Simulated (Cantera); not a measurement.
Charge: 1 mol C2H6, 0.18 mol O2, 27 mol H2, held at 1.00 bar.

Method: chemical equilibrium by Gibbs-energy minimisation in Cantera with the NASA 1993 tables (ideal gas, pure condensed phases). Candidate condensed phases: C, C6H6, C7H8, C8H18, H2O; 110 gas species. Kinetics and transport are ignored.

Over these rows the condensed part is C(graphite). Partial pressures as log10 of bar:

| T (K) | 1000/T (1/K) | log p C2H2 (acetylene) | log p H2 | log p CO |
|---|---|---|---|---|
| 1523 | 0.6566 | -4.93 | -0.01 | -1.93 |
| 1623 | 0.6161 | -4.46 | -0.01 | -1.93 |
| 1723 | 0.5804 | -4.05 | -0.01 | -1.93 |
| 1823 | 0.5485 | ? | -0.01 | -1.93 |
| 1923 | 0.5200 | -3.35 | -0.01 | -1.93 |
| 2023 | 0.4943 | -3.06 | -0.01 | -1.93 |

Fit log p(C2H2 (acetylene)) = a + b·(1000/T) to the five rows, give the apparent enthalpy, and predict the row at 1823 K.

Means: 1000/T = 0.5735, log p = -3.970. Sxy = -0.206444, Sxx = 0.0179029, so b = -11.53 and a = -3.970 − (-11.53)×0.5735 = 2.64.
Apparent enthalpy: −19.145 × (-11.53) = 221 kJ/mol. With the condensed phases at unit activity, 2 C(graphite) + H2(g) = C2H2 (acetylene)(g) links this pressure to the main gases: over the six rows their terms move log p by +0.00 in all, so the slope is close to that reaction's ΔH°. The five rows lie within 0.01 of the line.
Prediction at 1823 K: 2.64 + (-11.53)×0.5485 = -3.68. The computed value is -3.68, 0.00 from the line.
